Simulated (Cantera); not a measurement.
What does this Cantera script print?

```python
import numpy as np
import cantera as ct

gas_names = """
    O2 CO2 SiO PbO VO2 CrO3
""".split()
cond_names = """
    C(gr) Si(cr) Si(L) Ti(a) Ti(b) Ti(L) Ti2O3(a) Ti2O3(b) Ti2O3(L) Pb(cr) Pb(L) V(cr) V(L) Cr(cr) Cr(L)
""".split()


# ... load() reads the species with a 1 bar reference pressure and builds the phases ...
species = {s.name: s for s in load("nasa_gas.yaml", gas_names) + load("nasa_condensed.yaml", cond_names)}
# Each term lists the table entries of one substance; the one whose range holds T is used.
reactions = {
    'C + O2(g) = CO2(g)':
        [(-1, ['C(gr)']), (-1, ['O2']), (1, ['CO2'])],
    '2 Si + O2(g) = 2 SiO(g)':
        [(-2, ['Si(cr)', 'Si(L)']), (-1, ['O2']), (2, ['SiO'])],
    '1.333 Ti + O2(g) = 0.6667 Ti2O3':
        [(-1.3333333333333333, ['Ti(a)', 'Ti(b)', 'Ti(L)']), (-1, ['O2']), (0.6666666666666666, ['Ti2O3(a)', 'Ti2O3(b)', 'Ti2O3(L)'])],
    '2 Pb + O2(g) = 2 PbO(g)':
        [(-2, ['Pb(cr)', 'Pb(L)']), (-1, ['O2']), (2, ['PbO'])],
    'V + O2(g) = VO2(g)':
        [(-1, ['V(cr)', 'V(L)']), (-1, ['O2']), (1, ['VO2'])],
    '0.6667 Cr + O2(g) = 0.6667 CrO3(g)':
        [(-0.6666666666666666, ['Cr(cr)', 'Cr(L)']), (-1, ['O2']), (0.6666666666666666, ['CrO3'])],
}


def pick(names, T):
    return next(species[n] for n in names if species[n].thermo.min_temp <= T <= species[n].thermo.max_temp)


results = []
for label, terms in reactions.items():
    print(label)
    print("     T/K   dH/kJ  dS/(J/K)   dG/kJ   log10 K")
    for T in [623, 698, 773, 848, 923, 998, 1073, 1148, 1223, 1298]:
        used = [(nu, pick(names, T)) for nu, names in terms]
        dH = sum(nu * s.thermo.h(T) for nu, s in used) / 1e6
        dS = sum(nu * s.thermo.s(T) for nu, s in used) / 1e3
        dG = dH - T * dS / 1e3
        logK = -dG * 1e6 / (ct.gas_constant * T * np.log(10))
        results.append((label, T, dH, dS, dG, logK, [s.name for _, s in used]))
        print(f"{T:8g} {dH:8.1f} {dS:8.1f} {dG:8.1f} {logK:8.2f}")
```

Output:

```
C + O2(g) = CO2(g)
     T/K   dH/kJ  dS/(J/K)   dG/kJ   log10 K
     623   -393.8      2.2   -395.2    33.14
     698   -394.0      2.0   -395.4    29.59
     773   -394.1      1.8   -395.5    26.73
     848   -394.3      1.6   -395.6    24.37
     923   -394.4      1.4   -395.8    22.40
     998   -394.6      1.3   -395.9    20.72
    1073   -394.8      1.1   -395.9    19.27
    1148   -394.9      1.0   -396.0    18.02
    1223   -395.1      0.8   -396.1    16.92
    1298   -395.2      0.7   -396.1    15.94
2 Si + O2(g) = 2 SiO(g)
     T/K   dH/kJ  dS/(J/K)   dG/kJ   log10 K
     623   -205.0    171.2   -311.6    26.13
     698   -206.1    169.5   -324.4    24.28
     773   -207.2    168.0   -337.1    22.78
     848   -208.4    166.6   -349.6    21.53
     923   -209.6    165.2   -362.0    20.49
     998   -210.8    163.9   -374.4    19.59
    1073   -212.1    162.7   -386.6    18.82
    1148   -213.4    161.5   -398.8    18.15
    1223   -214.7    160.4   -410.9    17.55
    1298   -216.1    159.3   -422.9    17.02
1.333 Ti + O2(g) = 0.6667 Ti2O3
     T/K   dH/kJ  dS/(J/K)   dG/kJ   log10 K
     623  -1008.1   -182.3   -894.5    74.99
     698  -1006.5   -179.9   -880.9    65.92
     773  -1004.8   -177.7   -867.5    58.62
     848  -1003.3   -175.7   -854.2    52.62
     923  -1001.7   -174.0   -841.1    47.60
     998  -1000.2   -172.5   -828.1    43.34
    1073   -999.0   -171.2   -815.2    39.69
    1148   -998.3   -170.6   -802.4    36.51
    1223  -1001.6   -173.5   -789.4    33.71
    1298   -999.8   -172.1   -776.4    31.24
2 Pb + O2(g) = 2 PbO(g)
     T/K   dH/kJ  dS/(J/K)   dG/kJ   log10 K
     623    125.0    115.9     52.8    -4.43
     698    123.4    113.5     44.2    -3.31
     773    121.8    111.4     35.7    -2.42
     848    120.3    109.5     27.5    -1.69
     923    118.8    107.8     19.3    -1.09
     998    117.3    106.2     11.3    -0.59
    1073    115.9    104.8      3.4    -0.16
    1148    114.4    103.5     -4.4     0.20
    1223    113.0    102.4    -12.1     0.52
    1298    111.6    101.2    -19.8     0.80
V + O2(g) = VO2(g)
     T/K   dH/kJ  dS/(J/K)   dG/kJ   log10 K
     623   -235.3     24.9   -250.8    21.03
     698   -235.9     24.1   -252.7    18.91
     773   -236.5     23.3   -254.5    17.19
     848   -237.1     22.6   -256.2    15.78
     923   -237.7     21.8   -257.8    14.59
     998   -238.4     21.1   -259.5    13.58
    1073   -239.1     20.4   -261.0    12.71
    1148   -239.9     19.7   -262.5    11.94
    1223   -240.7     19.1   -264.0    11.27
    1298   -241.5     18.4   -265.4    10.68
0.6667 Cr + O2(g) = 0.6667 CrO3(g)
     T/K   dH/kJ  dS/(J/K)   dG/kJ   log10 K
     623   -196.5    -46.5   -167.5    14.05
     698   -196.6    -46.7   -164.0    12.27
     773   -196.8    -46.9   -160.5    10.85
     848   -197.0    -47.2   -157.0     9.67
     923   -197.2    -47.4   -153.4     8.68
     998   -197.4    -47.6   -149.9     7.84
    1073   -197.7    -47.9   -146.3     7.12
    1148   -198.1    -48.2   -142.7     6.49
    1223   -198.5    -48.6   -139.1     5.94
    1298   -199.0    -49.0   -135.4     5.45
```

Cantera with NASA thermochemical tables; ideal gases at 1 bar, condensed phases pure. Condensed species are held in their standard states even where they would react or evaporate.
